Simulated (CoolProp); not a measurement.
n-undecane along the isobar 1.11 MPa: fugacity coefficient from the reference equation and from simpler models built on Tc = 638.8 K, pc = 1.990 MPa, ω = 0.539; each cubic takes its own stable root.

Model: reference Helmholtz-energy equation of state, Aleksandrov 2011, in CoolProp. It is a short technical equation, of lower accuracy than the large ones.

```tsv
T (K)	phase	reference
437.7	liquid	0.04106
446.4	liquid	0.05212
455	liquid	0.06517
463.7	liquid	0.08074
472.4	liquid	0.09894
481	liquid	0.1197
489.7	liquid	0.1438
498.3	liquid	0.1707
507	liquid	0.2013
515.6	liquid	0.2351
524.3	liquid	0.2728
532.9	liquid	0.3138
541.6	liquid	0.3589
550.2	liquid	0.4070
```

Task: How far does each simpler model (Redlich-Kwong, Peng-Robinson) lie from the reference over these 14 states: mean and median of the absolute difference, and the worst?

Result: 
- Redlich-Kwong: mean 114.2 %, median 102.8 %, worst +221.5 % at 437.7 K and 1.11 MPa
- Peng-Robinson: mean 3.3 %, median 3.3 %, worst +3.9 % at 550.2 K and 1.11 MPa
